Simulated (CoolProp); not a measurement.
Vapour-liquid equilibrium of R141b (1) + n-pentane (2) at 359.6 K; x and y are mole fractions of (1).

Values from CoolProp's multi-fluid Helmholtz-energy mixture model, Lemmon 2006 and Thol 2019; pair parameters Bell 2016.

```tsv
x	bubble pressure (MPa)	y at the bubble point	dew pressure at overall composition x (MPa)	liquid density (mol/L)
0.05	0.4452	0.073	0.4411	7.740
0.15	0.4663	0.197	0.4585	7.870
0.25	0.4818	0.301	0.4745	8.010
0.35	0.4931	0.394	0.4881	8.162
0.45	0.5009	0.481	0.4984	8.327
0.55	0.5058	0.567	0.5050	8.503
0.65	0.5078	0.653	0.5078	8.691
0.75	0.5073	0.743	0.5071	8.892
0.85	0.5041	0.840	0.5036	9.105
0.95	0.4983	0.944	0.4979	9.330
```

y crosses x between x = 0.65 and 0.75: the model has an azeotrope there.

The pair parameters rest on a limited set of measurements; away from them the model extrapolates.
